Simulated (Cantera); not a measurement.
Cantera run:

```python
import numpy as np
import cantera as ct

gas_names = [...]  # 62 gases of nasa_gas.yaml made of B, F, H, N, O
cond_names = """
    B(b) B(L) BN(s) B2O3(L) B3O3H3(cr) H2O(s) H2O(L)
""".split()


# ... load() reads the species with a 1 bar reference pressure and builds the phases ...
atoms = {
    'B2O3': {'B': 2, 'O': 3},
    'HF': {'H': 1, 'F': 1},
    'N2': {'N': 2},
}
top_T = {'BN(s)': 3200}  # K; cautious upper limits of use, not melting points


# ... equilibrate(T, P, feed) seeds the gas with the atoms and calls Mixture.equilibrate('TP', solver="vcs", rtol=1e-11, max_steps=5000) ...
results = []
feed = {'B2O3': 1, 'HF': 5.2, 'N2': 21}  # mol
P = 100  # Pa
for T in [750, 800, 850, 900, 950, 1000, 1050, 1100, 1150, 1200, 1250, 1300, 1350]:
    mix = equilibrate(T, P, feed)
    results.append((T, P, feed, dict(zip(mix.species_names, mix.species_moles))))

top = {s: max(r[3][s] / sum(r[3][g] for g in gas_names) for r in results) for s in gas_names}
cols = sorted((s for s in top if top[s] > 0.001), key=lambda s: -top[s])[:9]
seen = [c for c in cond_names if any(r[3].get(c, 0) > 1e-12 for r in results)]
print("log10 of partial pressures in bar; condensed amounts in mol")
print(f"{'T/K':>10s}" + "".join(f"{s[:9]:>10s}" for s in cols + seen))
for T, P, feed, n in results:
    ng = sum(n[g] for g in gas_names)
    print(f"{T:10.4g}" + "".join(f"{np.log10(max(n[s] / ng * P / 1e5, 1e-99)):10.3f}" for s in cols)
          + "".join(f"{n.get(c, 0):10.4g}" for c in seen))
```

Output:

```
log10 of partial pressures in bar; condensed amounts in mol
       T/K        N2        HF       H2O       BOF       BF3      HBO2    B3O3F3   B2O3(L)
       750    -3.085    -4.256    -4.132    -9.063    -4.332    -9.728    -5.566    0.2968
       800    -3.086    -4.188    -4.161    -8.243    -4.366    -8.964    -5.526    0.3317
       850    -3.087    -4.131    -4.192    -7.524    -4.401    -8.297    -5.501    0.3673
       900    -3.088    -4.082    -4.223    -6.889    -4.437    -7.710    -5.488    0.4021
       950    -3.088    -4.041    -4.256    -6.324    -4.474    -7.189    -5.484    0.4336
      1000    -3.089    -4.007    -4.288    -5.820    -4.513    -6.725    -5.489    0.4567
      1050    -3.090    -3.980    -4.319    -5.368    -4.559    -6.309    -5.506    0.4604
      1100    -3.093    -3.962    -4.348    -4.966    -4.623    -5.933    -5.545    0.4228
      1150    -3.097    -3.958    -4.370    -4.615    -4.725    -5.589    -5.627    0.3068
      1200    -3.105    -3.977    -4.377    -4.324    -4.908    -5.269    -5.793   0.06496
      1250    -3.109    -3.958    -4.418    -4.225    -5.137    -5.213    -6.448         0
      1300    -3.111    -3.935    -4.456    -4.195    -5.400    -5.231    -7.239         0
      1350    -3.111    -3.922    -4.480    -4.182    -5.685    -5.241    -8.010         0
```

These are equilibrium values from Cantera (NASA tables, ideal gas, pure condensed phases), not measurements of a reactor.
